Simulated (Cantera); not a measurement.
Feed: 1 mol HgO, 0.046 mol H2, 7.9 mol N2, 0.077 mol O2, held at 775 °C and 1 atm.

Cantera equilibrium calculation (NASA polynomials, part measured and part estimated; ideal gas, pure solids and liquids). Candidate condensed phases: H2O, Hg, HgO; 25 gas species. The numbers say what is thermodynamically allowed, not how fast it happens.

Question: What is the equilibrium state?

Answer: 
| Quantity | Result |
|---|---|
| x(N2) | 0.832 |
| x(Hg) | 0.105 |
| x(O2) | 0.0583 |
| x(H2O) | 0.00484 |
| x(NO) | 2.80e-5 |
| gas amount | 9.500 mol |
| log10 activity of Hg(l) (absent) | -2.89 |
